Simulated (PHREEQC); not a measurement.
# Spent oxide etchant: speciation

Dissolve 0.069 mol NH4HF2, 0.011 mol (NH4)2SiF6 and 0.059 mol HBF4 per kg of water at 25 °C. Closed to the air; pH follows from the charge balance.

Equilibrium calculation in PHREEQC: ion-association model, phreeqc.dat.

```yaml
pH: 2.12
ionic_strength: 0.111 mol/kgw
total_alkalinity: -349 meq/kg
```

| species | molality | activity | log γ |
|---|---|---|---|
| HF | 0.113 | 0.116 | 0.011 |
| NH4+ | 0.0910 | 0.0669 | -0.134 |
| BF4- | 0.0588 | 0.0456 | -0.111 |
| F- | 0.0135 | 0.0101 | -0.123 |
| SiF6-2 | 0.0110 | 0.00400 | -0.440 |
| H+ | 0.00929 | 0.00763 | -0.086 |
| HF2- | 0.00582 | 0.00451 | -0.111 |
| BF3OH- | 0.000186 | 0.000144 | -0.111 |
| BF2(OH)2- | 2.18e-6 | 1.69e-6 | -0.111 |
| H3BO3 | 4.89e-8 | 5.02e-8 | 0.011 |
| NH3 | 4.87e-9 | 5.00e-9 | 0.011 |

No solid was allowed to form. Complexes and solids missing from the database can't appear. SiF6-2 is the database's only silicon fluoride. Real BF4- forms and hydrolyses slowly; the run takes it at equilibrium.
